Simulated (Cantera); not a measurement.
An isothermal, constant-pressure homogeneous reactor starts with C₃H₈ : H₂ : H₂O = 1 : 68 : 0.12 (molar parts), at 1375 K and 1.00 atm.

Computed with Cantera and GRI-Mech 3.0 (53 species, 325 reactions). GRI-Mech 3.0 was tuned for natural gas; its chemistry of propane as a main component is partial and can be far from experiment. GRI-Mech 3.0 stops at C3 and has no aromatics, soot or wall deposition, so with more carbon than oxygen in the feed, carbon stays in small species such as C2H2 where larger ones or solid carbon would form.

Task: Predict: x(C₃H₈) at 4.00 s; x(H₂) at 4.00 s; x(H) at 4.00 s; x(C₂H₂) at 4.00 s; x(C₂H₆) at 4.00 s; x(CH₄) at 4.00 s.

Result: 
* **x(C₃H₈) at 4.00 s**: 2.41e-9 (gas-phase equilibrium 8.20e-10)
* **x(H₂) at 4.00 s**: 0.956 (gas-phase equilibrium 0.957)
* **x(H) at 4.00 s**: 3.69e-6 (gas-phase equilibrium 3.35e-6)
* **x(C₂H₂) at 4.00 s**: 0.000390 (gas-phase equilibrium 0.000137)
* **x(C₂H₆) at 4.00 s**: 7.50e-6 (gas-phase equilibrium 3.47e-6)
* **x(CH₄) at 4.00 s**: 0.0418 (gas-phase equilibrium 0.0409)
